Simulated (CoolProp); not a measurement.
A simple Rankine cycle with fluoroethane (R161): condensing at 295.15 K, boiler at 3.81 MPa, turbine inlet 375.7 K, turbine efficiency 0.65, pump efficiency 0.6, no recuperator. Each further row changes one setting.

Computed with CoolProp (reference Helmholtz-energy equation of state, Wu 2012).

| case | thermal efficiency (%) | net work (kJ/kg) | heat in (kJ/kg) | turbine exit temperature (K) | volume ratio over the turbine |
|---|---|---|---|---|---|
| as stated | ? | ? | 392 | 303.1 | 4.78 |
| turbine inlet 395.7 K | 9.4 | 41.4 | 440 | ? | 4.59 |
| condensing temperature 287.15 K | 9.9 | 40.6 | 410 | 294.7 | 5.98 |
| boiler pressure 2.67 MPa | 7.7 | ? | ? | 328.1 | 3.15 |
| turbine efficiency 0.55 | 7.2 | 28.3 | 392 | ? | 4.89 |

Question: Complete the blanks.

Answer: 
- as stated, thermal efficiency (%): 8.8
- as stated, net work (kJ/kg): 34.7
- turbine inlet 395.7 K, turbine exit temperature (K): 330.5
- boiler pressure 2.67 MPa, net work (kJ/kg): 32.7
- boiler pressure 2.67 MPa, heat in (kJ/kg): 427
- turbine efficiency 0.55, turbine exit temperature (K): 307.4
